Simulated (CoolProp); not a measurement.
Model: reference Helmholtz-energy equation of state, Lemmon 2000, in CoolProp. It is a pseudo-pure fit of the blend.

**Question.** For dry air, give the phase and the Z, speed of sound (m/s), Joule-Thomson coefficient (K/MPa), isothermal compressibility (1/MPa) at 446.65 °C and 162 bar; 299.55 °C and 100 bar; -141.05 °C and 5.48 bar.

**Answer.** 
- 446.65 °C and 162 bar: supercritical; Z 1.06, speed of sound 570, Joule-Thomson coefficient -0.325, isothermal compressibility 0.0578
- 299.55 °C and 100 bar: supercritical; Z 1.04, speed of sound 501, Joule-Thomson coefficient 0.0230, isothermal compressibility 0.0958
- -141.05 °C and 5.48 bar: gas; Z 0.949, speed of sound 225, Joule-Thomson coefficient 10.2, isothermal compressibility 1.93
